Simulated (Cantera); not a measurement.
A freely propagating, adiabatic, planar premixed flame of 9.74 % CH₃OH, 19.0 % O₂, 71.3 % N₂, unburnt at 400 K and 8.40 bar; mixture-averaged transport, grid criteria slope 0.08 and curve 0.16, no radiation.

Cantera simulation using GRI-Mech 3.0 (53 species, 325 reactions); the numbers are that mechanism's predictions, not measurements. GRI-Mech 3.0 was tuned for natural gas; its chemistry of methanol as a main component is partial and can be far from experiment. Burning velocities carry a grid error of a few per cent, more on coarse grids.

Q: Predict: laminar burning velocity; thermal thickness; peak x(CH₂).

A: 
- laminar burning velocity: 19.7 cm/s
- thermal thickness: 0.101 mm
- peak x(CH₂): 2.63e-7
